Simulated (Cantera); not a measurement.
An adiabatic, constant-pressure homogeneous reactor starts with CO : H2 : O2 : N2 : CO2 = 1 : 0.05 : 0.477 : 1.79 : 0.45 (molar parts), equivalence ratio 1.1, at 950 K and 590000 Pa. Integrator tolerance rtol = 1e-08.

Model: GRI-Mech 3.0 (53 species, 325 reactions), integrated in Cantera. The hydrogen kinetics of GRI-Mech 3.0 are dated; newer H2 mechanisms differ, most at raised pressure.

**Question.** What does this change do: CO 1 to 2.9 parts?

**Answer.** 
```csv
quantity,before,after
time of steepest temperature rise,19.6 ms,14.8 ms
temperature at 0.400 s,2533 K,2203 K
equilibrium temperature,2533 K,2203 K
x(CO) at 0.400 s,0.0602 (gas-phase equilibrium 0.0602),0.382 (gas-phase equilibrium 0.382)
x(H2) at 0.400 s,0.000348 (gas-phase equilibrium 0.000348),0.00206 (gas-phase equilibrium 0.00206)
x(O2) at 0.400 s,0.0127 (gas-phase equilibrium 0.0127),3.07e-6 (gas-phase equilibrium 3.07e-6)
x(NO) at 0.400 s,0.00493 (gas-phase equilibrium 0.00493),3.23e-5 (gas-phase equilibrium 3.23e-5)
x(HO2) at 0.400 s,1.09e-6 (gas-phase equilibrium 1.09e-6),6.01e-10 (gas-phase equilibrium 6.01e-10)
x(NO2) at 0.400 s,2.52e-6 (gas-phase equilibrium 2.52e-6),3.80e-10 (gas-phase equilibrium 3.79e-10)
```

**Question.** What does this change do: pressure from 590000 Pa to 1000000 Pa?

**Answer.** 
```tsv
quantity	before	after
time of steepest temperature rise	19.6 ms	18.0 ms
temperature at 0.400 s	2533 K	2557 K
equilibrium temperature	2533 K	2557 K
x(CO) at 0.400 s	0.0602 (gas-phase equilibrium 0.0602)	0.0567 (gas-phase equilibrium 0.0567)
x(H2) at 0.400 s	0.000348 (gas-phase equilibrium 0.000348)	0.000324 (gas-phase equilibrium 0.000324)
x(O2) at 0.400 s	0.0127 (gas-phase equilibrium 0.0127)	0.0110 (gas-phase equilibrium 0.0110)
x(NO) at 0.400 s	0.00493 (gas-phase equilibrium 0.00493)	0.00480 (gas-phase equilibrium 0.00480)
x(HO2) at 0.400 s	1.09e-6 (gas-phase equilibrium 1.09e-6)	1.19e-6 (gas-phase equilibrium 1.19e-6)
x(NO2) at 0.400 s	2.52e-6 (gas-phase equilibrium 2.52e-6)	2.91e-6 (gas-phase equilibrium 2.91e-6)
```
